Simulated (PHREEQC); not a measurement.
Make-up at 10 °C: 21 mmol/kgw KHSO4, 2.1 mmol/kgw ZnCl2, 1.7 mmol/kgw HCl and 0.14 mmol/kgw FeCl3. Closed to the air; pH follows from the charge balance.

Equilibrium calculation in PHREEQC: ion-association model, wateq4f.dat.

Precipitation was switched off in this run.

Problem. Order these S species by the share of S that they hold, largest first: Zn(SO4)2-2, HSO4-, ZnSO4, SO4-2, KSO4-.

Solution. SO4-2 (60 %), HSO4- (33 %), ZnSO4 (3.5 %), KSO4- (2.9 %), Zn(SO4)2-2 (0.82 %)

Problem. Order these Fe species by the share of Fe that they hold, largest first: Fe(SO4)2-, FeHSO4+2, FeOH+2, Fe+3, FeSO4+.

Solution. FeSO4+ (78 %), Fe(SO4)2- (9.4 %), Fe+3 (6.0 %), FeHSO4+2 (5.4 %), FeOH+2 (0.59 %)

The pH is 1.87 and the ionic strength 0.0529 mol/kgw. Examples of supersaturated solids here: Hematite (slow to form), Goethite (slow to form). Others may be too. Species that the database lacks are ignored. At this temperature some constants are extrapolated from 25 °C, and those without enthalpy data are left unchanged.
